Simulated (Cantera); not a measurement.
Input: 1 mol SiC, 0.38 mol O2, a varied amount of N2, held at 1200 K and 2.80 bar.

Equilibrium computed with Cantera from the NASA thermochemical tables; the gas is ideal and each condensed phase is pure. Candidate condensed phases: C, Si, SiC, SiO2, Si2N2O, Si3N4; 34 gas species. N2 is the only nitrogen source here; it is nearly inert below about 1500 K, so the nitride shown seldom forms there in practice. Mutual solubility and eutectic melting of coexisting phases are not modelled. The tables hold silica as quartz up to 1696 K and as liquid above; real silica turns to tridymite and cristobalite and melts near 1996 K. Equilibrium is a limit: real reactors are often held back by kinetics, nucleation or transport.

Q: Which condensed phases are stable at each of these points (n(N2) (mol)): 26, 40, 62, 96, 150, 230, 360, 550, 850?

A: 
```csv
n(N2) (mol),condensed phases,Si condensed (%)
26,C(graphite) + SiO2(β-quartz) + Si2N2O(s),100.0
40,C(graphite) + Si2N2O(s),100.0
62,C(graphite) + Si2N2O(s),100.0
96,C(graphite) + Si2N2O(s),100.0
150,C(graphite) + Si2N2O(s),100.0
230,C(graphite) + Si2N2O(s),100.0
360,C(graphite) + Si2N2O(s),100.0
550,C(graphite) + Si2N2O(s),100.0
850,C(graphite) + Si2N2O(s),100.0
```

At 26 mol N2 the condensed part is C(graphite) + SiO2(β-quartz) + Si2N2O(s). From 40 mol N2 to 850 mol N2 the condensed part is C(graphite) + Si2N2O(s).
